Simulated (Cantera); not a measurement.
An isothermal, constant-pressure homogeneous reactor starts with 2.13 % C2H4, 97.9 % H2, at 1225 K and 0.860 bar.

Detailed kinetics in Cantera: GRI-Mech 3.0 (53 species, 325 reactions). GRI-Mech 3.0 was tuned for natural gas; its chemistry of ethylene as a main component is partial and can be far from experiment. GRI-Mech 3.0 stops at C3 and has no aromatics, soot or wall deposition, so with more carbon than oxygen in the feed, carbon stays in small species such as C2H2 where larger ones or solid carbon would form.

Question: Predict: x(C2H4) at 3.00 s; x(H2) at 3.00 s; x(C2H2) at 3.00 s; x(CH4) at 3.00 s; x(C2H6) at 3.00 s.

Answer: 
```json
{
  "x(C2H4) at 3.00 s": "0.00302 (gas-phase equilibrium 1.90e-5)",
  "x(H2) at 3.00 s": "0.960 (gas-phase equilibrium 0.957)",
  "x(C2H2) at 3.00 s": "0.000484 (gas-phase equilibrium 2.81e-6)",
  "x(CH4) at 3.00 s": "0.0358 (gas-phase equilibrium 0.0434)",
  "x(C2H6) at 3.00 s": "0.000264 (gas-phase equilibrium 1.77e-6)"
}
```
